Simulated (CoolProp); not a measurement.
Vapour-liquid equilibrium of R134a (1) + R124 (2) at 0.00729 MPa; x and y are mole fractions of (1).

The numbers come from the multi-fluid Helmholtz-energy mixture model, Tillner-Roth 1994 and de Vries 1995; pair parameters Bell 2016 in CoolProp.

```json
[
 {"x": "0.05", "bubble temperature, mixture model (K)": "211.1", "bubble temperature, Raoult's law (K)": "211.4", "y, mixture model": "0.119", "y, Raoult's law": "0.098"},
 {"x": "0.15", "bubble temperature, mixture model (K)": "209.2", "bubble temperature, Raoult's law (K)": "210.1", "y, mixture model": "0.304", "y, Raoult's law": "0.267"},
 {"x": "0.25", "bubble temperature, mixture model (K)": "207.7", "bubble temperature, Raoult's law (K)": "208.8", "y, mixture model": "0.443", "y, Raoult's law": "0.408"},
 {"x": "0.35", "bubble temperature, mixture model (K)": "206.5", "bubble temperature, Raoult's law (K)": "207.7", "y, mixture model": "0.552", "y, Raoult's law": "0.528"},
 {"x": "0.45", "bubble temperature, mixture model (K)": "205.5", "bubble temperature, Raoult's law (K)": "206.6", "y, mixture model": "0.640", "y, Raoult's law": "0.630"},
 {"x": "0.55", "bubble temperature, mixture model (K)": "204.6", "bubble temperature, Raoult's law (K)": "205.6", "y, mixture model": "0.716", "y, Raoult's law": "0.719"},
 {"x": "0.65", "bubble temperature, mixture model (K)": "203.9", "bubble temperature, Raoult's law (K)": "204.7", "y, mixture model": "0.783", "y, Raoult's law": "0.796"},
 {"x": "0.75", "bubble temperature, mixture model (K)": "203.2", "bubble temperature, Raoult's law (K)": "203.8", "y, mixture model": "0.845", "y, Raoult's law": "0.863"},
 {"x": "0.85", "bubble temperature, mixture model (K)": "202.7", "bubble temperature, Raoult's law (K)": "203.0", "y, mixture model": "0.906", "y, Raoult's law": "0.923"},
 {"x": "0.95", "bubble temperature, mixture model (K)": "202.2", "bubble temperature, Raoult's law (K)": "202.3", "y, mixture model": "0.968", "y, Raoult's law": "0.976"}
]
```

The largest gap from Raoult's law is -1.2 K in bubble temperature, at x = 0.35. No azeotrope shows between x = 0.05 and 0.95.

Pair parameters are fitted to limited data, so mixtures are less certain than the pure fluids.
